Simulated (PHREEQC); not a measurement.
0.027 g of hydrous ferric oxide (600 m²/g; 0.2 weak and 0.005 strong sites per Fe, Dzombak-Morel constants, diffuse double layer) in 1 kg of water with 0.01 mol/kgw of an inert sodium salt and 0.015 mmol/kgw CuCl2, at 25 °C; the pH is set by adding NaOH or the inert anion's acid. Oxygen is held at 0.21 atm. No CO2 enters from the air. Precipitation was switched off in this run.

Equilibrium calculation in PHREEQC: ion-association model, wateq4f.dat.

```tsv
pH	Cu sorbed (%)	surface charge σ (C/m²)	surface potential ψ (mV)
4	0.3	0.216	185
4.38	1.2	0.173	174
4.75	4.2	0.136	162
5.12	10.5	0.106	149
5.5	22.9	0.082	136
5.88	46.1	0.065	124
6.25	71.1	0.053	114
6.62	87.3	0.042	102
7	93.7	0.030	86
7.38	94.9	0.020	67
7.75	94.8	0.013	48
8.12	94.5	0.007	28
8.5	94.1	0.002	7
8.88	93.7	-0.003	-14
9.25	93.2	-0.008	-34
9.62	92.6	-0.015	-54
10	91.7	-0.024	-74
```

Species that the database lacks are ignored. The database's constant for dissolved Cu(OH)2 is higher than later reviews accept.
